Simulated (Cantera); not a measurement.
An adiabatic, constant-volume homogeneous reactor starts with 3.84 % CH4, 20.2 % O2, 76.0 % N2, at 1050 K and 13.0 bar.

Cantera simulation using GRI-Mech 3.0 (53 species, 325 reactions); the numbers are that mechanism's predictions, not measurements. The pressure lies above the range GRI-Mech 3.0 was tuned for (to about 10 atm).

x: mole fraction; the columns are a selection and need not sum to one.

```json
[
 {"t (s)": "2.00e-6", "T (K)": "1050", "P (bar)": "13.0", "x CH4": "0.0384", "x O2": "0.202", "x H2O": "1.47e-12", "x C2H6": "<1e-12", "x CH2": "<1e-12", "x C2H4": "<1e-12"},
 {"t (s)": "5.26e-6", "T (K)": "1050", "P (bar)": "13.0", "x CH4": "0.0384", "x O2": "0.202", "x H2O": "1.11e-11", "x C2H6": "<1e-12", "x CH2": "<1e-12", "x C2H4": "<1e-12"},
 {"t (s)": "1.38e-5", "T (K)": "1050", "P (bar)": "13.0", "x CH4": "0.0384", "x O2": "0.202", "x H2O": "7.89e-11", "x C2H6": "<1e-12", "x CH2": "<1e-12", "x C2H4": "<1e-12"},
 {"t (s)": "3.64e-5", "T (K)": "1050", "P (bar)": "13.0", "x CH4": "0.0384", "x O2": "0.202", "x H2O": "5.68e-10", "x C2H6": "<1e-12", "x CH2": "<1e-12", "x C2H4": "<1e-12"},
 {"t (s)": "9.58e-5", "T (K)": "1050", "P (bar)": "13.0", "x CH4": "0.0384", "x O2": "0.202", "x H2O": "4.12e-9", "x C2H6": "1.72e-11", "x CH2": "<1e-12", "x C2H4": "<1e-12"},
 {"t (s)": "0.000252", "T (K)": "1050", "P (bar)": "13.0", "x CH4": "0.0384", "x O2": "0.202", "x H2O": "3.20e-8", "x C2H6": "3.64e-10", "x CH2": "<1e-12", "x C2H4": "2.79e-12"},
 {"t (s)": "0.000663", "T (K)": "1050", "P (bar)": "13.0", "x CH4": "0.0384", "x O2": "0.202", "x H2O": "2.89e-7", "x C2H6": "9.84e-9", "x CH2": "<1e-12", "x C2H4": "7.57e-11"},
 {"t (s)": "0.00174", "T (K)": "1050", "P (bar)": "13.0", "x CH4": "0.0384", "x O2": "0.202", "x H2O": "?", "x C2H6": "?", "x CH2": "<1e-12", "x C2H4": "?"},
 {"t (s)": "0.00459", "T (K)": "1050", "P (bar)": "13.0", "x CH4": "0.0383", "x O2": "0.202", "x H2O": "?", "x C2H6": "?", "x CH2": "<1e-12", "x C2H4": "?"},
 {"t (s)": "0.0121", "T (K)": "1052", "P (bar)": "13.0", "x CH4": "0.0382", "x O2": "0.202", "x H2O": "0.000184", "x C2H6": "2.40e-5", "x CH2": "<1e-12", "x C2H4": "5.72e-7"},
 {"t (s)": "0.0317", "T (K)": "2112", "P (bar)": "26.2", "x CH4": "<1e-12", "x O2": "0.124", "x H2O": "0.0761", "x C2H6": "<1e-12", "x CH2": "<1e-12", "x C2H4": "<1e-12"},
 {"t (s)": "0.0835", "T (K)": "2105", "P (bar)": "26.1", "x CH4": "<1e-12", "x O2": "0.123", "x H2O": "0.0761", "x C2H6": "<1e-12", "x CH2": "<1e-12", "x C2H4": "<1e-12"},
 {"t (s)": "0.220", "T (K)": "2096", "P (bar)": "26.0", "x CH4": "<1e-12", "x O2": "0.122", "x H2O": "0.0761", "x C2H6": "<1e-12", "x CH2": "<1e-12", "x C2H4": "<1e-12"},
 {"t (s)": "0.578", "T (K)": "2092", "P (bar)": "25.9", "x CH4": "<1e-12", "x O2": "0.121", "x H2O": "0.0762", "x C2H6": "<1e-12", "x CH2": "<1e-12", "x C2H4": "<1e-12"},
 {"t (s)": "1.52", "T (K)": "2092", "P (bar)": "25.9", "x CH4": "<1e-12", "x O2": "0.121", "x H2O": "0.0762", "x C2H6": "<1e-12", "x CH2": "<1e-12", "x C2H4": "<1e-12"},
 {"t (s)": "4.00", "T (K)": "2092", "P (bar)": "25.9", "x CH4": "<1e-12", "x O2": "0.121", "x H2O": "0.0762", "x C2H6": "<1e-12", "x CH2": "<1e-12", "x C2H4": "<1e-12"}
]
```

Problem. Fill in the missing entries.

Solution. 
- 0.00174, x H2O: 2.88e-6
- 0.00174, x C2H6: 2.68e-7
- 0.00174, x C2H4: 2.15e-9
- 0.00459, x H2O: 2.09e-5
- 0.00459, x C2H6: 2.78e-6
- 0.00459, x C2H4: 2.79e-8
